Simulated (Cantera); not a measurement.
An isothermal, constant-pressure homogeneous reactor starts with N2O : O2 = 1 : 0.11 (molar parts), at 1023 K and 825 Torr. Integrator tolerance rtol = 1e-08.

Cantera simulation using GRI-Mech 3.0 (53 species, 325 reactions); the numbers are that mechanism's predictions, not measurements. GRI-Mech 3.0 was tuned for natural gas; its chemistry of N2O as a main component is partial and can be far from experiment. The mechanism lacks the step 2 NO + O2 → 2 NO2, which can matter for NO2 below about 1400 K. The temperature is held fixed by assumption; the heat of reaction is taken as removed at once.

**Question.** What does this change do: temperature 1023 to 1475 K?

**Answer.** 
```json
[
 {"quantity": "x(N2O) at 3.00 s", "before": "0.855 (gas-phase equilibrium 3.59e-9)", "after": "4.30e-6 (gas-phase equilibrium 7.44e-8)"},
 {"quantity": "x(O2) at 3.00 s", "before": "0.113 (gas-phase equilibrium 0.379)", "after": "0.321 (gas-phase equilibrium 0.378)"},
 {"quantity": "x(NO2) at 3.00 s", "before": "2.28e-5 (gas-phase equilibrium 3.10e-6)", "after": "0.000857 (gas-phase equilibrium 1.05e-5)"},
 {"quantity": "x(N2) at 3.00 s", "before": "0.0308 (gas-phase equilibrium 0.621)", "after": "0.564 (gas-phase equilibrium 0.620)"},
 {"quantity": "x(NO) at 3.00 s", "before": "0.00140 (gas-phase equilibrium 4.80e-5)", "after": "0.115 (gas-phase equilibrium 0.00129)"}
]
```
